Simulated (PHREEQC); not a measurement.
Dissolve 0.0021 mol/kgw HF, 0.054 mol/kgw NH4HF2, 0.0011 mol/kgw H2SiF6 and 3.4e-05 mol/kgw HCl at 25 °C. Closed to the air; pH follows from the charge balance.

Computed with PHREEQC (ion-association model, phreeqc.dat).

Q: The ionic strength comes out as 0.0562 mol/kgw. What activity coefficients do SiF6-2, HF2-, Cl-, F-, NH4+ get?

A: SiF6-2 0.45, HF2- 0.81, Cl- 0.81, F- 0.80, NH4+ 0.79.

No solid was allowed to form. SiF6-2 is the database's only silicon fluoride.
